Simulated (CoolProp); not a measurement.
Propylene at 298.15 K and 1.97 MPa flows at 6 m/s in a round tube of 2 mm bore and 0.25 µm roughness, fully developed (64/Re and Nu = 3.66 if laminar; Colebrook and Gnielinski if turbulent). Each further row changes one setting.

Model: reference Helmholtz-energy equation of state, Lemmon 2013, in CoolProp.

```json
[
 {"case": "as stated", "Reynolds number": "63300", "Darcy friction factor": "0.0203", "pressure drop (Pa/m)": "?", "heat-transfer coefficient (W/(m² K))": "?", "mass flow (kg/h)": "34.5"},
 {"case": "velocity 12 m/s", "Reynolds number": "127000", "Darcy friction factor": "0.0179", "pressure drop (Pa/m)": "?", "heat-transfer coefficient (W/(m² K))": "?", "mass flow (kg/h)": "69.1"},
 {"case": "diameter 4 mm", "Reynolds number": "127000", "Darcy friction factor": "0.0175", "pressure drop (Pa/m)": "?", "heat-transfer coefficient (W/(m² K))": "12200", "mass flow (kg/h)": "138"}
]
```

**Question.** What belongs in the gaps?

**Answer.** 
- as stated, pressure drop (Pa/m): 93200
- as stated, heat-transfer coefficient (W/(m² K)): 13800
- velocity 12 m/s, pressure drop (Pa/m): 328000
- velocity 12 m/s, heat-transfer coefficient (W/(m² K)): 24900
- diameter 4 mm, pressure drop (Pa/m): 40100

Viscosity comes from a separate model (Huber 2003), an estimate that may be off by 10 % or more. Thermal conductivity comes from a separate model (Huber 2003), an estimate that may be off by 10 % or more.
